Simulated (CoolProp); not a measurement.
Vapour-liquid equilibrium of nitrogen (1) + oxygen (2) at 85.2 K; x and y are mole fractions of (1).

The numbers come from the multi-fluid Helmholtz-energy mixture model, Span 2000 and Schmidt 1985; pair parameters Gernert 2013 in CoolProp.

| x | bubble pressure, mixture model (bar) | bubble pressure, Raoult's law (bar) | y, mixture model | y, Raoult's law |
|---|---|---|---|---|
| 0.05 | 0.6902 | 0.6695 | 0.195 | 0.174 |
| 0.125 | 0.8416 | 0.8008 | 0.386 | 0.364 |
| 0.2 | 0.9827 | 0.9322 | 0.513 | 0.501 |
| 0.275 | 1.117 | 1.064 | 0.606 | 0.603 |
| 0.35 | 1.245 | 1.195 | 0.678 | 0.683 |
| 0.425 | 1.370 | 1.326 | 0.736 | 0.748 |
| 0.5 | 1.494 | 1.458 | 0.785 | 0.800 |
| 0.575 | 1.616 | 1.589 | 0.828 | 0.844 |
| 0.65 | 1.739 | 1.720 | 0.866 | 0.882 |
| 0.725 | 1.863 | 1.852 | 0.899 | 0.914 |
| 0.8 | 1.989 | 1.983 | 0.930 | 0.941 |
| 0.875 | 2.116 | 2.114 | 0.958 | 0.966 |
| 0.95 | 2.246 | 2.246 | 0.984 | 0.987 |

The largest gap from Raoult's law is +5.4 % in bubble pressure, at x = 0.2. No azeotrope shows between x = 0.05 and 0.95.

Pair parameters are fitted to limited data, so mixtures are less certain than the pure fluids.
